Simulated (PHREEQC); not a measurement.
Make-up at 10 °C: 0.46 mol/kgw KOH, 0.027 mol/kgw KNO3 and 0.013 mol/kgw CO2. Closed to the air; pH follows from the charge balance.

Model: ion-association model, wateq4f.dat, run in PHREEQC.

Precipitation was switched off in this run.

Q: Estimate the pH, activity of water.

A: pH 13.98; activity of water 0.984.

Species that the database lacks are ignored. Constants without temperature data keep their 25 °C values here.
